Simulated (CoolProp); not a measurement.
The fluid at 293.15 K and 1.77 MPa (stagnation) flows isentropically through a choked orifice. The same conditions are run with several fluids, on thermodynamics alone (safety and materials aside).

Model: reference Helmholtz-energy equation of state of each fluid (nitrous oxide: Lemmon 2006; ethylene: Smukala 2000; fluorine: de Reuck 1990; oxygen: Schmidt 1985; ethane: Bücker 2006), in CoolProp.

Problem. Rank nitrous oxide, ethylene, fluorine, oxygen, ethane by throat to inlet pressure ratio, highest first.

Solution. ethane (0.573), ethylene (0.556), nitrous oxide (0.551), fluorine (0.531), oxygen (0.527)

```csv
fluid,mass flux (kg/(m² s)),throat temperature (K)
nitrous oxide,5260,254.7
ethylene,4170,257.3
fluorine,4780,246.6
oxygen,4430,243.8
ethane,4310,263.5
```
